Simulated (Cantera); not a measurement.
A Cantera script and its output.

```python
import numpy as np
import cantera as ct

gas = ct.Solution("gri30.yaml")
gas.TPX = 475, 260000, {'CH3OH': 1, 'O2': 1.56, 'N2': 5.62, 'H2O': 1.9}
flame = ct.FreeFlame(gas, width=0.02)
flame.set_refine_criteria(ratio=3, slope=0.08, curve=0.16)
flame.transport_model = "mixture-averaged"
flame.solve(loglevel=0, auto=True)
z, T = flame.grid, flame.T
thick = (T[-1] - T[0]) / np.gradient(T, z).max()
show = ['CH3OH', 'O2', 'H2O', 'HCN', 'C2H6', 'C2H2']
print(f"laminar burning velocity  {flame.velocity[0] * 100:.3f} cm/s")
print(f"burnt temperature         {T[-1]:.1f} K")
print(f"thermal thickness         {thick * 1e3:.4f} mm")
print(f"grid points               {len(z)}")
z0 = z[flame.heat_release_rate.argmax()]
print(f"{'z/mm':>9s}{'T/K':>9s}{'u/(m/s)':>9s}" + "".join(f"{s:>11s}" for s in show))
rows = []
for k in (-3, -2, -1.5, -1, -0.5, -0.25, 0, 0.25, 0.5, 1, 2, 4, 8):
    zz = z0 + k * thick
    rows.append([k * thick, np.interp(zz, z, T), np.interp(zz, z, flame.velocity),
                 *(np.interp(zz, z, flame.X[gas.species_index(s)]) for s in show)])
    print(f"{rows[-1][0] * 1e3:9.3f}{rows[-1][1]:9.1f}{rows[-1][2]:9.3f}" + "".join(f"{x:11.3e}" for x in rows[-1][3:]))
```

It prints:

```
laminar burning velocity  38.240 cm/s
burnt temperature         2059.6 K
thermal thickness         0.2388 mm
grid points               128
     z/mm      T/K  u/(m/s)      CH3OH         O2        H2O        HCN       C2H6       C2H2
   -0.716    475.6    0.384  9.903e-02  1.544e-01  1.883e-01  1.057e-12  6.272e-12  5.227e-12
   -0.478    478.7    0.387  9.875e-02  1.539e-01  1.886e-01  1.217e-11  4.889e-11  3.632e-11
   -0.358    489.7    0.397  9.810e-02  1.526e-01  1.903e-01  6.774e-11  2.795e-10  1.820e-10
   -0.239    554.0    0.453  9.451e-02  1.466e-01  1.995e-01  5.631e-10  2.594e-09  1.382e-09
   -0.119    860.9    0.720  7.187e-02  1.196e-01  2.389e-01  4.488e-09  2.444e-08  1.047e-08
   -0.060   1178.3    1.006  4.110e-02  8.954e-02  2.775e-01  1.019e-08  6.086e-08  2.381e-08
    0.000   1548.6    1.349  4.088e-03  5.203e-02  3.224e-01  1.997e-08  9.834e-08  4.609e-08
    0.060   1722.4    1.492  5.760e-06  3.068e-02  3.404e-01  1.794e-08  7.574e-10  1.431e-08
    0.119   1812.3    1.559  1.124e-08  2.192e-02  3.459e-01  8.005e-09  6.512e-13  7.459e-10
    0.239   1904.4    1.628  2.336e-11  1.566e-02  3.515e-01  1.592e-09  5.637e-18  2.162e-12
    0.478   1975.4    1.682  3.695e-15  1.154e-02  3.577e-01  1.451e-10  8.126e-24  6.910e-16
    0.955   2020.2    1.716  1.696e-17  8.942e-03  3.623e-01  6.954e-12 -5.126e-27  7.976e-20
    1.910   2045.0    1.734  3.450e-18  7.476e-03  3.650e-01  3.786e-13 -1.105e-27  1.886e-23
```

Model: GRI-Mech 3.0 (53 species, 325 reactions), integrated in Cantera. GRI-Mech 3.0 was tuned for natural gas; its chemistry of methanol as a main component is partial and can be far from experiment. Burning velocities carry a grid error of a few per cent, more on coarse grids.
